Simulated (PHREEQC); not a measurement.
Solution (25 °C): 0.0097 mol Na2SeO4 and 0.0027 mol FeCl3 per kg of water. Closed to the air; pH follows from the charge balance.

Equilibrium calculation in PHREEQC: ion-association model, wateq4f.dat.

This is a speciation only: nothing precipitates in the calculation.

Task: Estimate the pH, ionic strength.

Result: pH 2.80; ionic strength 0.0412 mol/kgw.

Task: In which forms is Fe present?

Result: FeOH+2 49 %, Fe+3 23 %, Fe2(OH)2+4 16 %, Fe(OH)2+ 6.0 %, Fe3(OH)4+5 3.6 %, FeCl+2 2.4 % of the Fe.

Saturation is exceeded, for instance for Hematite (slow to form), Goethite (slow to form); the values hold only as long as no solid forms. Species that the database lacks are ignored.
